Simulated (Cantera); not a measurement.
Feed: 1 mol Fe2O3, 1.1 mol Cl2, 0.45 mol H2, equilibrated at 113 Torr.

Method: chemical equilibrium by Gibbs-energy minimisation in Cantera with the NASA 1993 tables (ideal gas, pure condensed phases). Candidate condensed phases: Fe, FeCl2, FeCl3, FeO, Fe(OH)2, Fe(OH)3, Fe2O3, Fe3O4, H2O; 22 gas species. The numbers say what is thermodynamically allowed, not how fast it happens.

Question: At 1400 K, list the 6 most abundant gas species with their mole fractions, and the condensed phases.

Answer: HCl 0.480, O2 0.158, FeCl2 0.123, Cl2 0.103, FeCl3 0.0971, Cl 0.0235. Condensed: Fe2O3(s).
